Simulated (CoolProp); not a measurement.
A single-stage vapour-compression cycle with propylene: evaporating at 295.15 K (dew point), condensing at 319.15 K (bubble point), superheat 8 K, subcooling 2 K, compressor efficiency 0.7, no pressure losses. Each further row changes one setting.

Model: reference Helmholtz-energy equation of state, Lemmon 2013, in CoolProp.

| case | cooling COP | pressure ratio | discharge temperature (K) | refrigerating effect (kJ/kg) | volumetric capacity (kJ/m³) |
|---|---|---|---|---|---|
| as stated | 7.28 | 1.76 | 337.3 | 295 | 6330 |
| evaporating temperature 300.15 K | 9.53 | 1.55 | 335.0 | 299 | 7290 |
| condensing temperature 314.15 K | 9.50 | 1.58 | 330.5 | 310 | 6640 |
| subcooling 7 K | 7.63 | 1.76 | 337.3 | 310 | 6640 |
| superheat 18 K | 7.30 | 1.76 | 347.3 | 314 | 6370 |
| compressor efficiency 0.6 | 6.24 | 1.76 | 340.5 | 295 | 6330 |
